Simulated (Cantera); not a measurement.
## Ignition delay

Mixture: CH₄ : O₂ : N₂ = 1 : 2.9 : 20 (molar parts), equivalence ratio 0.69, at 7.40 bar, adiabatic and at constant volume. Ignition delay is the time to a rise of 400 K.

Cantera simulation using GRI-Mech 3.0 (53 species, 325 reactions); the numbers are that mechanism's predictions, not measurements.

```
T0 (K)  delay (ms)
------  ----------
1073          51.8
1148          18.3
1223          7.07
1298          2.93
1373          1.28
1448         0.582
1523         0.278
1598         0.139
1673        0.0729
1748        0.0407
```

```json
{
 "apparent activation energy between 1598 and 1748 K": "190 kJ/mol"
}
```
